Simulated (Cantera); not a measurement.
Cantera with NASA thermochemical tables; ideal gases at 1 bar, condensed phases pure. Values are per mole of reaction as written; species without (g) are pure solids or liquids, kept so even where they would boil at 1 bar.

6 HI(g) + 6 Na + N2(g) ⇌ 6 NaI + 2 NH3(g)

```tsv
T (K)	ΔH° (kJ)	ΔS° (J/K)	ΔG° (kJ)	log10 K	condensed phases
723	___	___	___	___	Na(l), NaI(s)
773	___	___	___	___	Na(l), NaI(s)
823	-1976.9	-778.8	-1336.0	84.79	Na(l), NaI(s)
873	___	___	___	___	Na(l), NaI(s)
923	___	___	___	___	Na(l), NaI(s)
973	-1824.5	-615.0	-1226.0	65.82	Na(l), NaI(l)
1023	-1819.6	-610.2	-1195.4	61.04	Na(l), NaI(l)
1073	-1814.7	-605.5	-1165.0	56.71	Na(l), NaI(l)
1123	-1809.9	-601.1	-1134.8	52.78	Na(l), NaI(l)
1173	-1805.1	-596.9	-1104.9	49.20	Na(l), NaI(l)
```

### Question
Fill in the missing entries.

### Answer

- 723, ΔH° (kJ): -1982.4
- 723, ΔS° (J/K): -785.9
- 723, ΔG° (kJ): -1414.2
- 723, log10 K: 102.17
- 773, ΔH° (kJ): -1979.8
- 773, ΔS° (J/K): -782.4
- 773, ΔG° (kJ): -1375.0
- 773, log10 K: 92.91
- 873, ΔH° (kJ): -1973.8
- 873, ΔS° (J/K): -775.2
- 873, ΔG° (kJ): -1297.1
- 873, log10 K: 77.61
- 923, ΔH° (kJ): -1970.6
- 923, ΔS° (J/K): -771.6
- 923, ΔG° (kJ): -1258.4
- 923, log10 K: 71.22
